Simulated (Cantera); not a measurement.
An isothermal, constant-pressure homogeneous reactor starts with N2O : H2 : N2 = 1 : 0.004 : 1.4 (molar parts), at 1100 K and 1.00 bar. Integrator tolerance rtol = 1e-08.

Model: GRI-Mech 3.0 (53 species, 325 reactions), integrated in Cantera. GRI-Mech 3.0 was tuned for natural gas; its chemistry of N2O as a main component is partial and can be far from experiment. The mechanism lacks the step 2 NO + O2 → 2 NO2, which can matter for NO2 below about 1400 K. The temperature is held fixed by assumption; the heat of reaction is taken as removed at once.

Question: What does this change do: temperature 1100 to 1575 K?

Answer: 
```tsv
quantity	before	after
x(N2O) at 3.00 s	0.322 (gas-phase equilibrium 6.09e-9)	2.09e-6 (gas-phase equilibrium 9.90e-8)
x(H2) at 3.00 s	5.62e-10 (gas-phase equilibrium 4.41e-12)	1.86e-8 (gas-phase equilibrium 1.64e-8)
x(NO) at 3.00 s	0.00467 (gas-phase equilibrium 7.92e-5)	0.0762 (gas-phase equilibrium 0.00161)
x(O2) at 3.00 s	0.0358 (gas-phase equilibrium 0.172)	0.133 (gas-phase equilibrium 0.171)
x(HO2) at 3.00 s	1.01e-8 (gas-phase equilibrium 4.02e-10)	2.70e-8 (gas-phase equilibrium 3.24e-8)
x(H) at 3.00 s	9.39e-11 (gas-phase equilibrium <1e-12)	5.73e-9 (gas-phase equilibrium 5.36e-9)
x(H2O2) at 3.00 s	1.27e-9 (gas-phase equilibrium 5.16e-12)	1.58e-10 (gas-phase equilibrium 1.78e-10)
```
